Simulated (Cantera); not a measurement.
Feed: 1 mol Si, 3.3 mol F2, at 1100 Pa.

Equilibrium computed with Cantera from the NASA thermochemical tables; the gas is ideal and each condensed phase is pure. Candidate condensed phases: Si; 9 gas species. Kinetics and transport are ignored.

**Question.** At 998 K, list the 3 most abundant gas species with their mole fractions, and the condensed phases.

**Answer.** F 0.435, SiF4 0.340, F2 0.225. Condensed: gas only.
